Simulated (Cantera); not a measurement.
Input: 1 mol Si₃H₈, 4.7 mol HCl, 3.5 mol N₂, at 0.100 bar.

Cantera equilibrium calculation (NASA polynomials, part measured and part estimated; ideal gas, pure solids and liquids). Candidate condensed phases: NH₄Cl, Si, Si₃N₄; 28 gas species. The feed counts by its element totals alone. N₂ is the only nitrogen source here; it is nearly inert below about 1500 K, so the nitride shown seldom forms there in practice. The tables' values for SiCl₃ are old estimates; treat these amounts as uncertain. Equilibrium is a limit: real reactors are often held back by kinetics, nucleation or transport. All values below are at 975 K.

Base state: H₂ 0.460, HCl 0.339, N₂ 0.170, SiCl₄ 0.0315, SiHCl₃ 0.000244, SiCl₃ 1.43e-5 (mole fractions); condensed: Si₃N₄(s).

**Question.** What changes in the equilibrium state with this change: N₂ from 3.5 to 10 mol?

**Answer.** 
```json
[
 {"species": "N₂", "before": "0.170", "after": "0.488"},
 {"species": "H₂", "before": "0.460", "after": "0.263"},
 {"species": "HCl", "before": "0.339", "after": "0.237"},
 {"species": "SiCl₄", "before": "0.0315", "after": "0.0113"},
 {"species": "SiHCl₃", "before": "0.000244", "after": "7.20e-5"},
 {"species": "SiCl₃", "before": "1.43e-5", "after": "5.55e-6"},
 {"species": "Si₃N₄(s), mol", "before": "0.893", "after": "0.937"}
]
```
